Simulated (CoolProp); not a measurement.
Vapour-liquid equilibrium of R227EA (1) + isobutane (2) at 28.15 °C; x and y are mole fractions of (1).

Computed with CoolProp (multi-fluid Helmholtz-energy mixture model, Lemmon 2016 and Bücker 2006; pair parameters Bell 2016).

| x | bubble pressure, mixture model (MPa) | bubble pressure, Raoult's law (MPa) | y, mixture model | y, Raoult's law |
|---|---|---|---|---|
| 0.05 | 0.4471 | 0.3899 | 0.165 | 0.064 |
| 0.2 | 0.5535 | 0.4073 | 0.385 | 0.246 |
| 0.35 | 0.5966 | 0.4247 | 0.479 | 0.412 |
| 0.5 | 0.6138 | 0.4421 | 0.546 | 0.566 |
| 0.65 | 0.6145 | 0.4595 | 0.618 | 0.707 |
| 0.8 | 0.5933 | 0.4770 | 0.721 | 0.839 |
| 0.95 | 0.5332 | 0.4944 | 0.903 | 0.961 |

The largest gap from Raoult's law is +40.5 % in bubble pressure, at x = 0.35. y crosses x between x = 0.5 and 0.65: the model has an azeotrope there.

The pair parameters rest on a limited set of measurements; away from them the model extrapolates.
